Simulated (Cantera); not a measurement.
Input: 1 mol Cu, 0.067 mol CO2, 290 mol H2, equilibrated at 1498.15 K and 2.10 Torr.

Equilibrium computed with Cantera from the NASA thermochemical tables; the gas is ideal and each condensed phase is pure. Candidate condensed phases: C, C6H6, C7H8, C8H18, Cu, CuO, Cu(OH)2, Cu2O, H2O; 113 gas species. The numbers say what is thermodynamically allowed, not how fast it happens.

Base state: H2 0.996, Cu 0.00285, H 0.000325, CO 0.000230, H2O 0.000230 (mole fractions); condensed: Cu(l).

Question: What changes in the equilibrium state with this change: pressure from 2.10 Torr to 1580 Torr?

Answer: 
```tsv
species	before	after
H2	0.996	1.000
H2O	0.000230	0.000248
CO	0.000230	0.000214
Cu	0.00285	3.80e-6
H	0.000325	1.19e-5
CH4	<1e-9	1.71e-5
Cu(l), mol	0.171	0.999
```

Question: What changes in the equilibrium state with this change: pressure from 2.10 Torr to 1 atm?

Answer: 
```csv
species,before,after
H2,0.996,1.000
H2O,0.000230,0.000235
CO,0.000230,0.000227
Cu,0.00285,7.87e-6
H,0.000325,1.71e-5
"Cu(l), mol",0.171,0.998
```
